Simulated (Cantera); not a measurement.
Input (Python, Cantera) and output of one run.

```python
import numpy as np
import cantera as ct

gas_names = [...]  # 109 gases of nasa_gas.yaml made of C, Cl, H, Si
cond_names = """
    C(gr) C6H6(L) C7H8(L) C8H18(L),n-octa Si(cr) Si(L) SiC(b)
""".split()


# ... load() reads the species with a 1 bar reference pressure and builds the phases ...
atoms = {
    'SiHCl3': {'Si': 1, 'H': 1, 'CL': 3},
    'CH4': {'C': 1, 'H': 4},
    'H2': {'H': 2},
}
top_T = {'C(gr)': 4500, 'SiC(b)': 3050}  # K; cautious upper limits of use, not melting points


# ... equilibrate(T, P, feed) seeds the gas with the atoms and calls Mixture.equilibrate('TP', solver="vcs", rtol=1e-11, max_steps=5000) ...
results = []
feed = {'SiHCl3': 1, 'CH4': 0.018, 'H2': 45}  # mol
T = 2400  # K
P = 150  # Pa
mix = equilibrate(T, P, feed)
results.append((T, P, feed, dict(zip(mix.species_names, mix.species_moles))))
x = sorted(zip(gas.X, gas.species_names), reverse=True)
print(f"T = {T:g} K  P = {P:g} Pa  gas = {mix.phase_moles(0):.4g} mol")
print("   x: " + "  ".join(f"{s} {v:.3e}" for v, s in x if v > 0.0001))
print("   condensed (mol): " + ("  ".join(f"{mix.phase(i).name} {mix.phase_moles(i):.4g}"
      for i in range(1, mix.n_phases) if mix.phase_moles(i) > 1e-12) or "none"))
```

Output:

```
T = 2400 K  P = 150 Pa  gas = 57.68 mol
   x: H2 6.101e-01  H 3.208e-01  HCL 3.763e-02  Si 1.684e-02  CL 1.411e-02  SiCL 1.867e-04  SiH 1.577e-04
   condensed (mol): none
```

These are equilibrium values from Cantera (NASA tables, ideal gas, pure condensed phases), not measurements of a reactor. The tables' values for SiCl are old estimates; treat these amounts as uncertain.
